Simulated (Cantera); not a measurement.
An isothermal, constant-pressure homogeneous reactor starts with H2 : O2 = 0.015 : 1 (molar parts), at 1300 K and 390 Pa. Integrator tolerance rtol = 1e-08.

Computed with Cantera and the H2/O2 subset of GRI-Mech 3.0, which has no nitrogen chemistry. Radical loss at walls, strong at low pressure, is not modelled.

Q: What does this change do: H2 0.015 to 0.0058 parts?

A: 
```
quantity                                            before                                    after
----------------  ----------------------------------------  ---------------------------------------
x(H2) at 2.00 s    4.21e-5 (gas-phase equilibrium 2.10e-8)  1.03e-5 (gas-phase equilibrium 8.10e-9)
x(O2) at 2.00 s        0.979 (gas-phase equilibrium 0.985)      0.990 (gas-phase equilibrium 0.994)
x(H) at 2.00 s    0.000242 (gas-phase equilibrium 2.58e-9)  7.64e-5 (gas-phase equilibrium 1.61e-9)
x(O) at 2.00 s     0.00592 (gas-phase equilibrium 2.83e-6)  0.00380 (gas-phase equilibrium 2.84e-6)
x(H2O) at 2.00 s     0.0141 (gas-phase equilibrium 0.0149)  0.00546 (gas-phase equilibrium 0.00578)
```

Q: What does this change do: pressure from 390 Pa to 1330 Pa?

A: 
| quantity | before | after |
|---|---|---|
| x(H2) at 2.00 s | 4.21e-5 (gas-phase equilibrium 2.10e-8) | 2.19e-6 (gas-phase equilibrium 1.13e-8) |
| x(O2) at 2.00 s | 0.979 (gas-phase equilibrium 0.985) | 0.985 (gas-phase equilibrium 0.985) |
| x(H) at 2.00 s | 0.000242 (gas-phase equilibrium 2.58e-9) | 2.73e-6 (gas-phase equilibrium 1.03e-9) |
| x(O) at 2.00 s | 0.00592 (gas-phase equilibrium 2.83e-6) | 0.000295 (gas-phase equilibrium 1.53e-6) |
| x(H2O) at 2.00 s | 0.0141 (gas-phase equilibrium 0.0149) | 0.0148 (gas-phase equilibrium 0.0149) |
